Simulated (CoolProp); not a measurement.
Water at several states: Z from the reference equation and from simpler models built on Tc = 647.1 K, pc = 22.06 MPa, ω = 0.344; each cubic takes its own stable root.

Model: reference Helmholtz-energy equation of state, Wagner 2002, in CoolProp.

| T (K) | p (MPa) | phase | reference |
|---|---|---|---|
| 583.7 | 3.16 | gas | 0.9225 |
| 833 | 13.4 | gas | 0.9207 |
| 316.9 | 0.197 | liquid | 0.001360 |

### Question
How far does each simpler model (van der Waals, Redlich-Kwong, Soave-Redlich-Kwong) lie from the reference over these 3 states: mean and median of the absolute difference, and the worst?

### Answer
- van der Waals: mean 24144.7 %, median 2.5 %, worst +72429.4 % at 316.9 K and 0.197 MPa
- Redlich-Kwong: mean 13.3 %, median 2.2 %, worst +36.8 % at 316.9 K and 0.197 MPa
- Soave-Redlich-Kwong: mean 11.3 %, median 0.5 %, worst +32.9 % at 316.9 K and 0.197 MPa

At some of these states van der Waals gives the other phase, because its saturation line lies elsewhere.
